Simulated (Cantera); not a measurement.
# Silicon carbide growth: Si(CH3)4 + H2

Charge: 1 mol Si(CH3)4, 3.9 mol H2, held at 2275 °C and 0.0133 bar.

Equilibrium computed with Cantera from the NASA thermochemical tables; the gas is ideal and each condensed phase is pure. Candidate condensed phases: C, C6H6, C7H8, C8H18, Si, SiC; 87 gas species. Gases not in the tables: Si2H6 and higher silanes. Rates play no part.

```
Item                                  Value
--------------------------------  ---------
x(H2)                                 0.690
x(H)                                  0.223
x(Si)                                0.0560
x(SiC2)                              0.0166
x(C2H2 (acetylene))                 0.00910
x(Si2C)                             0.00374
x(SiH)                              0.00132
x(C2H)                             0.000233
x(Si2)                             0.000177
n(C(graphite))                     3.31 mol
gas amount                        12.20 mol
log10 activity of Si(l) (absent)      -0.96
```
